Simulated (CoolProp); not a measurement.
A simple Rankine cycle with R236EA: condensing at 331.15 K, boiler at 1.7 MPa, turbine inlet 411 K, turbine efficiency 0.6, pump efficiency 0.7, no recuperator. Each further row changes one setting.

Model: reference Helmholtz-energy equation of state, Rui 2013, in CoolProp.

```tsv
case	thermal efficiency (%)	net work (kJ/kg)	heat in (kJ/kg)	turbine exit temperature (K)	volume ratio over the turbine
as stated	5.4	11.0	204	387.4	3.24
condensing temperature 323.15 K	6.3	13.5	215	383.6	4.08
boiler pressure 1.19 MPa	3.8	8.02	211	396.6	2.16
turbine efficiency 0.5	4.4	8.97	204	389.4	3.27
```
